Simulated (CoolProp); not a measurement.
R1224YDZ at several states: density (kg/m³) from the reference equation and from simpler models built on Tc = 155.5 °C, pc = 3.334 MPa, ω = 0.325; each cubic takes its own stable root.

The numbers come from the reference Helmholtz-energy equation of state, Akasaka 2023 in CoolProp.

```json
[
 {"T (°C)": "-57.15", "p (MPa)": "0.0212", "phase": "liquid", "reference": "1567", "Redlich-Kwong": "1349", "Soave-Redlich-Kwong": "(withheld)", "Peng-Robinson": "1562"},
 {"T (°C)": "191.95", "p (MPa)": "0.212", "phase": "gas", "reference": "8.278", "Redlich-Kwong": "8.283", "Soave-Redlich-Kwong": "8.275", "Peng-Robinson": "8.294"},
 {"T (°C)": "-16.35", "p (MPa)": "12.1", "phase": "liquid", "reference": "1494", "Redlich-Kwong": "(withheld)", "Soave-Redlich-Kwong": "1345", "Peng-Robinson": "1512"},
 {"T (°C)": "-65.65", "p (MPa)": "0.0134", "phase": "liquid", "reference": "1587", "Redlich-Kwong": "1365", "Soave-Redlich-Kwong": "1402", "Peng-Robinson": "1576"},
 {"T (°C)": "109.65", "p (MPa)": "0.188", "phase": "gas", "reference": "9.038", "Redlich-Kwong": "9.015", "Soave-Redlich-Kwong": "(withheld)", "Peng-Robinson": "(withheld)"},
 {"T (°C)": "123.15", "p (MPa)": "0.908", "phase": "gas", "reference": "47.51", "Redlich-Kwong": "46.91", "Soave-Redlich-Kwong": "47.26", "Peng-Robinson": "47.86"}
]
```

Question: What belongs in the gaps?

Answer: 
- -57.15, Soave-Redlich-Kwong: 1389
- -16.35, Redlich-Kwong: 1308
- 109.65, Soave-Redlich-Kwong: 9.030
- 109.65, Peng-Robinson: 9.052
